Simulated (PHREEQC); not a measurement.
Dissolve 0.026 mol NH3, 5.6e-06 mol H4SiO4 and 8.2e-05 mol K3PO4 per kg of water at 20 °C. Closed to the air; pH follows from the charge balance.

Model: ion-association model, phreeqc.dat, run in PHREEQC.

No solid was allowed to form.

### Question
Predict the pH.

### Answer
pH 11.01.

### Question
In which forms is N present?

### Answer
NH3 98 %, NH4+ 2.5 % of the N.
